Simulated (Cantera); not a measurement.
Feed: 1 mol SiH2Cl2, 0.031 mol HCl, 19 mol N2, at 1400 K.

These are equilibrium values from Cantera (NASA tables, ideal gas, pure condensed phases), not measurements of a reactor. Candidate condensed phases: NH4Cl, Si, Si3N4; 28 gas species. N2 is the only nitrogen source here; it is nearly inert below about 1500 K, so the nitride shown seldom forms there in practice. Kinetics and transport are ignored.

Problem. What share of the Si ends up in condensed phases as a function of P (Pa), at 100, 460, 2100, 9600, 44000, 200000?

Solution. 
```json
[
 {"P (Pa)": "100", "Si condensed (%)": "60.8", "as": "Si3N4(s)"},
 {"P (Pa)": "460", "Si condensed (%)": "72.1", "as": "Si3N4(s)"},
 {"P (Pa)": "2100", "Si condensed (%)": "79.6", "as": "Si3N4(s)"},
 {"P (Pa)": "9600", "Si condensed (%)": "82.6", "as": "Si3N4(s)"},
 {"P (Pa)": "44000", "Si condensed (%)": "82.8", "as": "Si3N4(s)"},
 {"P (Pa)": "200000", "Si condensed (%)": "81.8", "as": "Si3N4(s)"}
]
```
